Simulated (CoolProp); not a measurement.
R507A along the isobar 185 bar: Z from the reference equation and from simpler models built on Tc = 343.8 K, pc = 37.05 bar, ω = 0.286; each cubic takes its own stable root.

Computed with CoolProp (reference Helmholtz-energy equation of state, Lemmon 2003). It is a pseudo-pure fit of the blend.

| T (K) | phase | reference | van der Waals | Redlich-Kwong | Soave-Redlich-Kwong | Peng-Robinson |
|---|---|---|---|---|---|---|
| 284.7 | liquid | 0.6406 | 0.9989 | 0.7352 | 0.7191 | 0.6407 |
| 296.5 | liquid | 0.6328 | 0.9750 | 0.7251 | 0.7109 | 0.6339 |
| 308.2 | liquid | 0.6271 | 0.9539 | 0.7174 | 0.7056 | 0.6299 |
| 320 | liquid | 0.6236 | 0.9350 | 0.7117 | 0.7030 | 0.6286 |
| 331.8 | liquid | 0.6222 | 0.9183 | 0.7081 | 0.7032 | 0.6300 |
| 343.5 | liquid | 0.6231 | 0.9037 | 0.7064 | 0.7063 | 0.6342 |
| 355.3 | supercritical | 0.6263 | 0.8909 | 0.7066 | 0.7121 | 0.6413 |
| 367 | supercritical | 0.6320 | 0.8799 | 0.7086 | 0.7208 | 0.6512 |
| 378.8 | supercritical | 0.6403 | 0.8704 | 0.7123 | 0.7322 | 0.6640 |
| 390.5 | supercritical | 0.6511 | 0.8625 | 0.7177 | 0.7462 | 0.6794 |
| 402.3 | supercritical | 0.6647 | 0.8560 | 0.7247 | 0.7627 | 0.6972 |
| 414 | supercritical | 0.6805 | 0.8510 | 0.7331 | 0.7810 | 0.7168 |
| 425.8 | supercritical | 0.6985 | 0.8472 | 0.7428 | 0.8010 | 0.7380 |
| 437.5 | supercritical | 0.7181 | 0.8447 | 0.7535 | 0.8217 | 0.7598 |
| 449.3 | supercritical | 0.7390 | 0.8433 | 0.7652 | 0.8430 | 0.7821 |
